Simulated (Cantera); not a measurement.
Charge: 1 mol TEOS, 0.58 mol H2O, 73 mol H2, held at 2098 K.

Cantera equilibrium calculation (NASA polynomials, part measured and part estimated; ideal gas, pure solids and liquids). Candidate condensed phases: C, C6H6, C7H8, C8H18, H2O, Si, SiC, SiO2; 123 gas species. The feed counts by its element totals alone. Gases not in the tables: Si2H6 and higher silanes. Equilibrium is a limit: real reactors are often held back by kinetics, nucleation or transport.

log p: log10 of the partial pressure in bar; n: condensed amount in mol.

```csv
P (Pa),log p H2,log p H,log p CO,log p Si,n C(graphite),n SiC(s)
5,-4.52,-4.77,-5.67,-6.36,3.11,0
17,-3.90,-4.46,-5.11,-5.80,3.09,0
59,-3.31,-4.17,-4.55,-5.27,3.09,0
210,-2.73,-3.88,-3.98,-5.00,2.74,0.430
710,?,?,?,-5.00,2.42,?
2400,-1.65,-3.34,-2.91,-5.00,2.33,0.900
8400,-1.10,-3.06,-2.37,-5.00,2.30,0.933
29000,?,?,?,-5.00,2.28,0.942
100000,-0.03,-2.52,-1.29,-5.00,2.26,0.945
```

Problem. What belongs in the gaps?

Solution. 
- 710, log p H2: -2.19
- 710, log p H: -3.61
- 710, log p CO: -3.45
- 710, n SiC(s): 0.794
- 29000, log p H2: -0.56
- 29000, log p H: -2.79
- 29000, log p CO: -1.83
